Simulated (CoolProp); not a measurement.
Vapour-liquid equilibrium of R134a (1) + R236FA (2) at 256.5 K; x and y are mole fractions of (1).

Values from CoolProp's multi-fluid Helmholtz-energy mixture model, Tillner-Roth 1994 and Pan 2012; pair parameters Bell 2016.

```json
[
 {"x": "0.05", "bubble pressure, mixture model (bar)": "0.5641", "bubble pressure, Raoult's law (bar)": "0.5658", "y, mixture model": "0.130", "y, Raoult's law": "0.135"},
 {"x": "0.15", "bubble pressure, mixture model (bar)": "0.6623", "bubble pressure, Raoult's law (bar)": "0.6674", "y, mixture model": "0.333", "y, Raoult's law": "0.344"},
 {"x": "0.25", "bubble pressure, mixture model (bar)": "0.7608", "bubble pressure, Raoult's law (bar)": "0.7689", "y, mixture model": "0.484", "y, Raoult's law": "0.498"},
 {"x": "0.35", "bubble pressure, mixture model (bar)": "0.8599", "bubble pressure, Raoult's law (bar)": "0.8705", "y, mixture model": "0.602", "y, Raoult's law": "0.615"},
 {"x": "0.45", "bubble pressure, mixture model (bar)": "0.9600", "bubble pressure, Raoult's law (bar)": "0.9721", "y, mixture model": "0.697", "y, Raoult's law": "0.709"},
 {"x": "0.55", "bubble pressure, mixture model (bar)": "1.061", "bubble pressure, Raoult's law (bar)": "1.074", "y, mixture model": "0.775", "y, Raoult's law": "0.784"},
 {"x": "0.65", "bubble pressure, mixture model (bar)": "1.164", "bubble pressure, Raoult's law (bar)": "1.175", "y, mixture model": "0.840", "y, Raoult's law": "0.847"},
 {"x": "0.75", "bubble pressure, mixture model (bar)": "1.267", "bubble pressure, Raoult's law (bar)": "1.277", "y, mixture model": "0.894", "y, Raoult's law": "0.899"},
 {"x": "0.85", "bubble pressure, mixture model (bar)": "1.372", "bubble pressure, Raoult's law (bar)": "1.378", "y, mixture model": "0.941", "y, Raoult's law": "0.944"},
 {"x": "0.95", "bubble pressure, mixture model (bar)": "1.478", "bubble pressure, Raoult's law (bar)": "1.480", "y, mixture model": "0.982", "y, Raoult's law": "0.983"}
]
```

The largest gap from Raoult's law is -1.2 % in bubble pressure, at x = 0.45. No azeotrope shows between x = 0.05 and 0.95.

The pair parameters rest on a limited set of measurements; away from them the model extrapolates.
